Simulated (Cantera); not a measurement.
Input: 1 mol Cu₂O, 3.7 mol CO, equilibrated at 2152 °C and 0.550 bar.

Method: chemical equilibrium by Gibbs-energy minimisation in Cantera with the NASA 1993 tables (ideal gas, pure condensed phases). Candidate condensed phases: C, Cu, CuO, Cu₂O; 15 gas species. The numbers say what is thermodynamically allowed, not how fast it happens.

Base state: CO 0.583, CO₂ 0.215, Cu 0.199, Cu₂ 0.00263, O 0.000163, O₂ 0.000148, CuO 0.000136 (mole fractions); condensed: Cu(l).

### Question
What changes in the equilibrium state with this change: 0.43 mol H₂O added?

### Answer
| species | before | after |
|---|---|---|
| CO | 0.583 | 0.497 |
| CO₂ | 0.215 | 0.215 |
| Cu | 0.199 | 0.199 |
| H₂O | 0 | 0.0578 |
| H₂ | 0 | 0.0223 |
| H | 0 | 0.00361 |
| OH | 0 | 0.00177 |
| O₂ | 0.000148 | 0.000203 |
| O | 0.000163 | 0.000190 |
| Cu(l), mol | 1.05 | 0.939 |
Further candidate phases: C₆H₆, C₇H₈, C₈H₁₈, Cu(OH)₂, H₂O.
